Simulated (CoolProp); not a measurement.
Values from CoolProp's reference Helmholtz-energy equation of state, Lemmon 2005. It is a short technical equation, of lower accuracy than the large ones.

Question: Give the vapour pressure (MPa), enthalpy of vaporisation (kJ/kg), surface tension (mN/m) of saturated 1-butene at 290.7, 332.5, 374.4 K.

Answer: 
| T (K) | p (MPa) | enthalpy of vaporisation (kJ/kg) | surface tension (mN/m) |
|---|---|---|---|
| 290.7 | 0.236 | 368 | 12.9 |
| 332.5 | 0.750 | 318 | 7.90 |
| 374.4 | 1.83 | 246 | 3.47 |

Surface tension comes from a separate correlation (Mulero 2012).
